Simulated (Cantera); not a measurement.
Predominance diagram of Na at 1675 K against the partial pressures of O₂ and S₂ (log10, bar). Standard-state values (1 bar) from the NASA 1993 polynomials, evaluated with Cantera. Candidates: Na(l), Na₂O(l), Na₂S(l), Na₂SO₄(l). Only these pure phases compete in this equilibrium. Not in the tables: pyrosulfates.

### Question
Which phase is stable at these pairs, and which metal-bearing vapour leads over it? (-15.9, -4.5); (-20.5, -7.2); (-22.7, -2.7); (-8, -8.1); (-21.6, -9); (-8, -0.9); (-18.2, -0.9)

### Answer
| log p(O₂) | log p(S₂) | phase | chief vapour | log p (bar) |
|---|---|---|---|---|
| -15.9 | -4.5 | Na₂S(l) | Na | -1.2 |
| -20.5 | -7.2 | Na₂S(l) | Na | -0.6 |
| -22.7 | -2.7 | Na₂S(l) | Na | -1.7 |
| -8 | -8.1 | Na₂S(l) | Na | -0.3 |
| -21.6 | -9 | Na₂S(l) | Na | -0.1 |
| -8 | -0.9 | Na₂S(l) | Na | -2.1 |
| -18.2 | -0.9 | Na₂S(l) | Na | -2.1 |
